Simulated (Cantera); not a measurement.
Charge: 1 mol B2H6, 5.1 mol NH3, 0.24 mol H2, equilibrated at 1152 °C and 13.0 Pa.

These are equilibrium values from Cantera (NASA tables, ideal gas, pure condensed phases), not measurements of a reactor. Candidate condensed phases: B, BN; 15 gas species. The feed counts by its element totals alone. Rates play no part.

Base state: H2 0.875, N2 0.125, H 0.000560 (mole fractions); condensed: BN(s).

Problem. What changes in the equilibrium state with this change: B2H6 replaced by borazine?

Solution. 
```csv
species,before,after
H2,0.875,0.810
N2,0.125,0.190
H,0.000560,0.000538
"BN(s), mol",2.00,3.00
```
